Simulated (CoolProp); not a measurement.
Sulfur dioxide at several states: density (kg/m³) from the reference equation and from simpler models built on Tc = 430.6 K, pc = 7.887 MPa, ω = 0.256; each cubic takes its own stable root.

Computed with CoolProp (reference Helmholtz-energy equation of state, Gao 2016).

```csv
T (K),p (MPa),phase,reference
382,1.18,gas,26.00
220.2,2.97,liquid,1574
479.2,13.3,supercritical,445.9
356.1,0.107,gas,2.337
359.5,0.0214,gas,0.4595
521,0.079,gas,1.170
```

**Question.** How far does each simpler model (van der Waals, Redlich-Kwong, Soave-Redlich-Kwong, Peng-Robinson) lie from the reference over these 6 states: mean and median of the absolute difference, and the worst?

**Answer.** 
- van der Waals: mean 8.4 %, median 1.3 %, worst -41.3 % at 220.2 K and 2.97 MPa
- Redlich-Kwong: mean 2.7 %, median 0.5 %, worst -13.2 % at 220.2 K and 2.97 MPa
- Soave-Redlich-Kwong: mean 3.6 %, median 0.3 %, worst -11.2 % at 220.2 K and 2.97 MPa
- Peng-Robinson: mean 0.8 %, median 0.1 %, worst -4.1 % at 479.2 K and 13.3 MPa
